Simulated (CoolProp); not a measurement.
1,2-dichloroethane at several states: fugacity coefficient from the reference equation and from simpler models built on Tc = 561.6 K, pc = 5.226 MPa, ω = 0.269; each cubic takes its own stable root.

Values from CoolProp's reference Helmholtz-energy equation of state, Thol 2015.

```csv
T (K),p (MPa),phase,reference,van der Waals,Redlich-Kwong,Soave-Redlich-Kwong,Peng-Robinson
483.9,6.52,liquid,0.2449,0.3909,0.2985,0.2569,0.2465
460.5,0.0128,gas,0.9984,0.9988,0.9985,0.9984,0.9983
301.5,1.43,liquid,0.008953,0.1636,0.02190,0.008589,0.008998
403.8,0.0605,gas,0.9884,0.9926,0.9901,0.9891,0.9885
426.2,7.27,liquid,0.08915,0.2309,0.1293,0.09295,0.08944
```
